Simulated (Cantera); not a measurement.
An isothermal, constant-pressure homogeneous reactor starts with 4.67 % H₂, 95.3 % O₂, at 1400 K and 450 Pa.

Computed with Cantera and GRI-Mech 3.0 (53 species, 325 reactions). Radical loss at walls, strong at low pressure, is not modelled. The temperature is held fixed by assumption; the heat of reaction is taken as removed at once.

x: mole fraction; the columns are a selection and need not sum to one.

```json
[
 {"t (s)": "1.00e-5", "x H₂": "0.0467", "x O₂": "0.953", "x H": "3.25e-9", "x HO₂": "3.51e-9", "x OH": "2.73e-10", "x H₂O₂": "<1e-12"},
 {"t (s)": "3.32e-5", "x H₂": "0.0467", "x O₂": "0.953", "x H": "9.21e-9", "x HO₂": "1.17e-8", "x OH": "2.61e-9", "x H₂O₂": "1.13e-12"},
 {"t (s)": "0.000110", "x H₂": "0.0467", "x O₂": "0.953", "x H": "2.26e-8", "x HO₂": "3.88e-8", "x OH": "2.02e-8", "x H₂O₂": "1.23e-11"},
 {"t (s)": "0.000367", "x H₂": "0.0467", "x O₂": "0.953", "x H": "8.24e-8", "x HO₂": "1.29e-7", "x OH": "1.51e-7", "x H₂O₂": "1.32e-10"},
 {"t (s)": "0.00122", "x H₂": "0.0467", "x O₂": "0.953", "x H": "2.47e-6", "x HO₂": "4.27e-7", "x OH": "5.45e-6", "x H₂O₂": "1.34e-9"},
 {"t (s)": "0.00405", "x H₂": "0.00664", "x O₂": "0.920", "x H": "0.00674", "x HO₂": "7.09e-7", "x OH": "0.00895", "x H₂O₂": "3.39e-8"},
 {"t (s)": "0.0135", "x H₂": "0.000743", "x O₂": "0.913", "x H": "0.00510", "x HO₂": "6.02e-7", "x OH": "0.00556", "x H₂O₂": "1.69e-8"},
 {"t (s)": "0.0447", "x H₂": "0.000716", "x O₂": "0.915", "x H": "0.00480", "x HO₂": "5.95e-7", "x OH": "0.00547", "x H₂O₂": "1.68e-8"},
 {"t (s)": "0.149", "x H₂": "0.000636", "x O₂": "0.919", "x H": "0.00395", "x HO₂": "5.72e-7", "x OH": "0.00516", "x H₂O₂": "1.65e-8"},
 {"t (s)": "0.494", "x H₂": "0.000437", "x O₂": "0.930", "x H": "0.00217", "x HO₂": "4.99e-7", "x OH": "0.00431", "x H₂O₂": "1.51e-8"},
 {"t (s)": "1.64", "x H₂": "0.000165", "x O₂": "0.944", "x H": "0.000480", "x HO₂": "3.17e-7", "x OH": "0.00266", "x H₂O₂": "1.08e-8"},
 {"t (s)": "5.45", "x H₂": "2.95e-5", "x O₂": "0.950", "x H": "3.56e-5", "x HO₂": "1.12e-7", "x OH": "0.00113", "x H₂O₂": "4.84e-9"},
 {"t (s)": "18.1", "x H₂": "___", "x O₂": "0.952", "x H": "___", "x HO₂": "3.63e-8", "x OH": "___", "x H₂O₂": "___"},
 {"t (s)": "60.2", "x H₂": "___", "x O₂": "0.952", "x H": "___", "x HO₂": "3.84e-8", "x OH": "___", "x H₂O₂": "4.91e-10"},
 {"t (s)": "200", "x H₂": "3.37e-7", "x O₂": "0.952", "x H": "4.30e-8", "x HO₂": "5.00e-8", "x OH": "0.000121", "x H₂O₂": "3.51e-10"}
]
```

Problem. What belongs in the gaps?

Solution. 
- 18.1, x H₂: 4.00e-6
- 18.1, x H: 1.76e-6
- 18.1, x OH: 0.000417
- 18.1, x H₂O₂: 1.50e-9
- 60.2, x H₂: 6.89e-7
- 60.2, x H: 1.26e-7
- 60.2, x OH: 0.000173
